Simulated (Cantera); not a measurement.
Source: NASA polynomial tables (part measured, part estimated), evaluated in Cantera. Values are per mole of reaction as written; species without (g) are pure solids or liquids, kept so even where they would boil at 1 bar.

CsOH + F(g) ⇌ Cs + HF(g) + O(g)

```
T (K)    ΔH° (kJ)   ΔS° (J/K)    ΔG° (kJ)     log10 K
-----  ----------  ----------  ----------  ----------
625         298.1       133.6       214.6      -17.94
650         297.5       132.7       211.3      -16.98
675         297.0       131.8       208.0      -16.09
700         296.4       131.0       204.7      -15.27
725    (withheld)  (withheld)  (withheld)  (withheld)
750         295.2       129.4       198.2      -13.80
775         294.6       128.6       195.0      -13.14
800    (withheld)  (withheld)  (withheld)  (withheld)
825         293.4       127.1       188.6      -11.94
850    (withheld)  (withheld)  (withheld)  (withheld)
875    (withheld)  (withheld)  (withheld)  (withheld)
```

Q: Fill in the missing entries.

A: 
- 725, ΔH° (kJ): 295.8
- 725, ΔS° (J/K): 130.2
- 725, ΔG° (kJ): 201.4
- 725, log10 K: -14.51
- 800, ΔH° (kJ): 294.0
- 800, ΔS° (J/K): 127.9
- 800, ΔG° (kJ): 191.7
- 800, log10 K: -12.52
- 850, ΔH° (kJ): 292.9
- 850, ΔS° (J/K): 126.4
- 850, ΔG° (kJ): 185.4
- 850, log10 K: -11.39
- 875, ΔH° (kJ): 292.3
- 875, ΔS° (J/K): 125.8
- 875, ΔG° (kJ): 182.2
- 875, log10 K: -10.88
